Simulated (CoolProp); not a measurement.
Properties of n-perfluorohexane along the isobar 6500 kPa.

Computed with CoolProp (reference Helmholtz-energy equation of state, Gao 2022).

| T (°C) | phase | speed of sound (m/s) | expansivity (1/kK) |
|---|---|---|---|
| 72.55 | liquid | 444.0 | 1.824 |
| 80.55 | liquid | 425.0 | 1.887 |
| 88.55 | liquid | 406.1 | 1.957 |
| 96.65 | liquid | 387.1 | 2.035 |
| 104.65 | liquid | 368.4 | 2.120 |
| 112.65 | liquid | 349.9 | 2.215 |
| 120.65 | liquid | 331.7 | 2.319 |
| 128.75 | liquid | 313.6 | 2.436 |
| 136.75 | liquid | 296.1 | 2.563 |
| 144.75 | liquid | 279.0 | 2.703 |
| 152.75 | liquid | 262.5 | 2.857 |
| 160.85 | liquid | 246.3 | 3.028 |
| 168.85 | liquid | 231.1 | 3.212 |
| 176.85 | supercritical | 216.6 | 3.413 |
